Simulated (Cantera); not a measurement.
Feed: 1 mol Si, 1.8 mol HF, at 1000 K and 75.0 Torr.

Cantera equilibrium calculation (NASA polynomials, part measured and part estimated; ideal gas, pure solids and liquids). Candidate condensed phases: Si; 25 gas species. The tables' values for SiF₃ are old estimates; treat these amounts as uncertain. The numbers say what is thermodynamically allowed, not how fast it happens.

Base state: H₂ 0.660, SiF₄ 0.320, SiHF₃ 0.0196, SiH₂F₂ 0.000639, SiF₃ 0.000476, HF 2.32e-5 (mole fractions); condensed: Si(s).

Q: What changes in the equilibrium state with this change: pressure from 75.0 Torr to 23.3 Torr?

A: 
| species | before | after |
|---|---|---|
| H₂ | 0.660 | 0.661 |
| SiF₄ | 0.320 | 0.323 |
| SiHF₃ | 0.0196 | 0.0148 |
| SiH₂F₂ | 0.000639 | 0.000359 |
| SiF₃ | 0.000476 | 0.000643 |
| HF | 2.32e-5 | 3.12e-5 |
| Si(s), mol | 0.543 | 0.545 |

Q: What changes in the equilibrium state with this change: pressure from 75.0 Torr to 0.0218 Torr?

A: 
| species | before | after |
|---|---|---|
| H₂ | 0.660 | 0.665 |
| SiF₄ | 0.320 | 0.328 |
| SiF₃ | 0.000476 | 0.00372 |
| SiHF₃ | 0.0196 | 0.00263 |
| SiF₂ | 1.50e-6 | 8.92e-5 |
| SiH₂F₂ | 0.000639 | 1.11e-5 |
| HF | 2.32e-5 | 0.000180 |
| Si(s), mol | 0.543 | 0.548 |
The tables' values for SiF₃, SiF₂ are old estimates; treat these amounts as uncertain.
